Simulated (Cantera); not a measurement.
A closed system holds: 1 mol CH3OH, 4.7 mol CO2, 1.8 mol N2, equilibrated at 525 K and 75.0 Torr.

Equilibrium computed with Cantera from the NASA thermochemical tables; the gas is ideal and each condensed phase is pure. Candidate condensed phases: C, C6H6, C7H8, C8H18, H2O; 136 gas species. Kinetics and transport are ignored.

Base state: CO2 0.535, N2 0.224, H2O 0.223, H2 0.00919, CH4 0.00837, CO 0.000254 (mole fractions); condensed: C(graphite).

**Question.** What changes in the equilibrium state with this change: CH3OH replaced by C2H2?

**Answer.** 
```csv
species,before,after
CO2,0.535,0.603
N2,0.224,0.256
H2O,0.223,0.132
CH4,0.00837,0.00261
H2,0.00919,0.00513
CO,0.000254,0.000269
"C(graphite), mol",1.33,2.44
```

**Question.** What changes in the equilibrium state with this change: CH3OH replaced by C2H5OH?

**Answer.** 
```json
[
 {"species": "CO2", "before": "0.535", "after": "0.457"},
 {"species": "H2O", "before": "0.223", "after": "0.301"},
 {"species": "N2", "before": "0.224", "after": "0.210"},
 {"species": "CH4", "before": "0.00837", "after": "0.0179"},
 {"species": "H2", "before": "0.00919", "after": "0.0135"},
 {"species": "NH3", "before": "7.46e-6", "after": "1.28e-5"},
 {"species": "CO", "before": "0.000254", "after": "0.000234"},
 {"species": "C(graphite), mol", "before": "1.33", "after": "2.63"}
]
```

**Question.** What changes in the equilibrium state with this change: temperature from 525 K to 1798 K?

**Answer.** 
```
species             before     after
----------------  --------  --------
CO2                  0.535     0.323
CO                0.000254     0.277
N2                   0.224     0.189
H2O                  0.223     0.172
H2                 0.00919    0.0386
CH4                0.00837     <1e-9
H                    <1e-9  0.000219
OH                   <1e-9   6.39e-5
C(graphite), mol      1.33         0
```
